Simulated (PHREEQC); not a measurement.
PHREEQC input (ion-association model, wateq4f.dat):

```
SOLUTION_MASTER_SPECIES
  An  An-  0  An  62.0  # stands for a non-complexing anion
SOLUTION_SPECIES
  An- = An-
    -log_k 0
    -gamma 3.0 0
PHASES
  Fix_H+
    H+ = H+
    -log_k 0
SOLUTION 1
  temp 25
  units mmol/kgw
  pH 7 charge
  Cl 2.362
  Ca 0.22
  Pb 0.95
  Sr 0.011
  Na 1
  An 1
END
SELECTED_OUTPUT 1
  -reset false
  -pH true
  -pe true
  -ionic_strength true
  -water true
  -totals Ca Cl Na Pb Sr
  -molalities Hfo_wOH Hfo_wOH2+ Hfo_wO- Hfo_sOH Hfo_sOH2+ Hfo_sO- Hfo_sOHCa+2 Hfo_wOCa+ Hfo_sOPb+ Hfo_wOPb+
    Hfo_sOHSr+2 Hfo_wOSr+ Hfo_wOSrOH
  -saturation_indices Portlandite Litharge Cotunnite Laurionite Halite
USER_PUNCH 1
  -headings sigma psi
  10 PUNCH EDL("sigma", "Hfo"), EDL("psi", "Hfo")
PRINT
  -reset false
USE solution 1
SURFACE 1
  Hfo_wOH 0.00606742 600 2.7
  Hfo_sOH 0.000151685
EQUILIBRIUM_PHASES 1
  Fix_H+ -3 HAn 10
    -force_equality true
  O2(g) -0.68 10
END
# ... the last block is repeated for the other 12 points of pH, with NaOH or the acid as the point needs
```

Selected output (columns that matter, 13 of 13 rows; pH added in front):

```
pH	mu	Ca	Cl	Na	Pb	Sr	m_Hfo_wOH	m_Hfo_wOH2+	si_Portlandite	si_Litharge	si_Cotunnite	si_Halite	sigma	psi
3	0.0079144	0.00022	0.002362	0.001	0.0008706	1.1e-05	0.00094484	0.0051183	-20.615	-9.9688	-3.8336	-7.2995	0.313	0.21037
3.67	0.0061713	0.00022	0.002362	0.001	0.00080232	1.1e-05	0.0022717	0.0037597	-19.259	-8.6484	-3.8436	-7.2905	0.23118	0.2012
4.33	0.0051389	0.00022	0.002362	0.001	0.00074081	1.1e-05	0.0034577	0.0024392	-17.928	-7.3524	-3.8607	-7.2842	0.15108	0.18407
5	0.0036364	0.00022	0.002362	0.001	0.00041425	1.1e-05	0.0041126	0.0012641	-16.569	-6.2473	-4.0784	-7.2708	0.088952	0.16577
5.67	0.0031987	0.00021999	0.002362	0.001847	7.0749e-05	1.1e-05	0.0040986	0.00063576	-15.223	-5.6714	-4.8307	-6.9968	0.054185	0.14371
6.33	0.0033383	0.00021997	0.0023619	0.0023697	5.6441e-06	1.0999e-05	0.0039931	0.00042793	-13.905	-5.4623	-5.941	-6.8888	0.030898	0.11417
7	0.0034618	0.00021957	0.0023619	0.002638	3.6635e-07	1.0996e-05	0.0039019	0.00033947	-12.567	-5.3589	-7.1784	-6.8431	0.01561	0.079889
7.67	0.00353	0.00021229	0.0023619	0.0028047	2.8844e-08	1.0925e-05	0.0038264	0.00029406	-11.243	-5.2963	-8.4564	-6.817	0.0066208	0.043441
8.33	0.0034996	0.00013484	0.0023619	0.0030565	4.3081e-09	9.8287e-06	0.0036746	0.00024491	-10.12	-5.2168	-9.6966	-6.7794	0.0010927	0.008057
9	0.0034264	1.8488e-05	0.0023619	0.0033919	1.2078e-09	3.6018e-06	0.0034516	0.00019281	-9.6416	-5.1128	-10.932	-6.7337	-0.0037831	-0.02704
9.67	0.0035056	1.0643e-06	0.0023619	0.0035941	5.8591e-10	2.7663e-07	0.0033405	0.00016688	-9.5428	-5.0501	-12.21	-6.7091	-0.01102	-0.063805
10.33	0.0037931	6.4063e-08	0.0023619	0.0039951	6.1717e-10	1.6956e-08	0.0031825	0.00013486	-9.4482	-4.9576	-13.44	-6.6653	-0.024096	-0.09862
11	0.0048689	4.7649e-09	0.0023619	0.0052961	1.7932e-09	1.2534e-09	0.0028293	8.6419e-05	-9.2547	-4.7644	-14.594	-6.5499	-0.050902	-0.12984
```

Complexes and solids missing from the database can't appear. The oxide is taken as insoluble; below pH 4 it would dissolve.
